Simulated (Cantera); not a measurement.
A closed system holds: 1 mol Ta, 0.08 mol O2, 0.78 mol CH4.

Equilibrium computed with Cantera from the NASA thermochemical tables; the gas is ideal and each condensed phase is pure. Candidate condensed phases: C, C6H6, C7H8, C8H18, H2O, Ta, TaC, Ta2O5; 113 gas species. Mutual solubility and eutectic melting of coexisting phases are not modelled. TaC: taken at fixed stoichiometry. Condensed phases not in the tables: Ta2C, N, O or C dissolved in the metal. Equilibrium is a limit: real reactors are often held back by kinetics, nucleation or transport.

**Question.** What condenses at these points (T in K, P in Pa): (2198, 100000); (2273, 1); (2248, 1000000); (2298, 1000000); (2373, 1)?

**Answer.** 
| T (K) | P in Pa | condensed phases | Ta condensed (%) |
|---|---|---|---|
| 2198 | 100000 | Ta + TaC + Ta2O5 | 100.0 |
| 2273 | 1 | Ta + TaC | 100.0 |
| 2248 | 1000000 | Ta + TaC + Ta2O5 | 100.0 |
| 2298 | 1000000 | Ta + TaC + Ta2O5 | 100.0 |
| 2373 | 1 | Ta + TaC | 100.0 |
